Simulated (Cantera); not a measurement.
Cantera run, input and output.

```python
import numpy as np
import cantera as ct

gas = ct.Solution("gri30.yaml")
gas.TPX = 750, 1000000, {'H2': 1, 'O2': 0.877, 'N2': 4.82, 'NO': 0.014}
inlet = ct.Reservoir(gas, clone=True)
gas.equilibrate("HP")  # start burning
reactor = ct.IdealGasConstPressureReactor(gas, energy="on", clone=False)
exhaust = ct.Reservoir(gas, clone=True)
tau = [0.21, 0.075, 0.027, 0.0095, 0.0034, 0.0012, 0.00043, 0.00015, 5.4e-05][0]
for a, b in ((inlet, reactor), (reactor, exhaust)):
    ct.MassFlowController(a, b, mdot=lambda t: reactor.mass / tau)
net = ct.ReactorNet([reactor])
show = ['H2', 'O2', 'NO', 'H2O2', 'H', 'H2O']

rows = []
print(f"{'tau/s':>10s}{'T/K':>9s}" + "".join(f"{s:>11s}" for s in show))
for tau in [0.21, 0.075, 0.027, 0.0095, 0.0034, 0.0012, 0.00043, 0.00015, 5.4e-05]:
    net.initial_time = 0.0
    net.advance(30 * tau)
    before = gas.X
    net.advance(40 * tau)
    drift = np.max(np.abs(gas.X - before) / (gas.X + 1e-9))
    rows.append([gas.T, *gas[show].X, drift])
    print(f"{tau:10.3e}{gas.T:9.1f}" + "".join(f"{x:11.3e}" for x in gas[show].X))
```

It prints:

```
     tau/s      T/K         H2         O2         NO       H2O2          H        H2O
 2.100e-01   1854.8  2.496e-05  6.055e-02  2.262e-03  1.476e-07  9.540e-07  1.607e-01
 7.500e-02   1854.6  3.566e-05  6.055e-02  2.252e-03  1.625e-07  1.290e-06  1.607e-01
 2.700e-02   1854.0  6.069e-05  6.054e-02  2.247e-03  1.972e-07  2.200e-06  1.606e-01
 9.500e-03   1852.9  1.161e-04  6.051e-02  2.242e-03  2.698e-07  4.730e-06  1.605e-01
 3.400e-03   1850.9  2.275e-04  6.049e-02  2.238e-03  3.970e-07  1.146e-05  1.602e-01
 1.200e-03   1847.3  4.528e-04  6.047e-02  2.234e-03  6.046e-07  3.005e-05  1.597e-01
 4.300e-04   1841.1  8.911e-04  6.048e-02  2.231e-03  9.133e-07  8.005e-05  1.590e-01
 1.500e-04   1829.3  1.777e-03  6.060e-02  2.229e-03  1.370e-06  2.199e-04  1.575e-01
 5.400e-05   1808.3  3.448e-03  6.098e-02  2.227e-03  1.991e-06  5.755e-04  1.550e-01
```

Detailed kinetics in Cantera: GRI-Mech 3.0 (53 species, 325 reactions). The hydrogen kinetics of GRI-Mech 3.0 are dated; newer H2 mechanisms differ, most at raised pressure. The mechanism lacks 2 NO + O2 → 2 NO2 and HONO, so NO2 and the effect of NO are under-described below about 1400 K.
